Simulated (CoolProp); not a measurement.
R507A along the isotherm 500 K: density (kg/m³) from the reference equation and from simpler models built on Tc = 343.8 K, pc = 3.705 MPa, ω = 0.286; each cubic takes its own stable root.

The numbers come from the reference Helmholtz-energy equation of state, Lemmon 2003 in CoolProp. It is a pseudo-pure fit of the blend.

```tsv
p (MPa)	phase	reference	ideal gas	van der Waals	Redlich-Kwong	Soave-Redlich-Kwong	Peng-Robinson
0.0293	gas	0.6972	0.6968	0.6974	0.6974	0.6972	0.6973
0.0442	gas	1.052	1.051	1.053	1.052	1.052	1.052
0.0667	gas	1.589	1.586	1.589	1.589	1.588	1.589
0.101	gas	2.408	2.402	2.409	2.409	2.407	2.408
0.152	gas	3.628	3.615	3.632	3.631	3.625	3.629
0.229	gas	5.476	5.446	5.484	5.482	5.470	5.479
0.345	gas	8.273	8.204	8.292	8.287	8.260	8.279
0.521	gas	12.55	12.39	12.59	12.58	12.52	12.56
0.786	gas	19.05	18.69	19.16	19.13	18.98	19.08
1.19	gas	29.12	28.30	29.39	29.31	28.96	29.18
1.79	gas	44.45	42.57	45.09	44.88	44.06	44.56
2.7	gas	68.52	64.21	70.20	69.56	67.56	68.71
4.07	supercritical	106.7	96.78	111.3	109.2	104.2	106.8
6.14	supercritical	168.3	146.0	181.5	174.5	161.8	167.4
9.26	supercritical	267.5	220.2	299.7	280.3	250.1	261.7
```
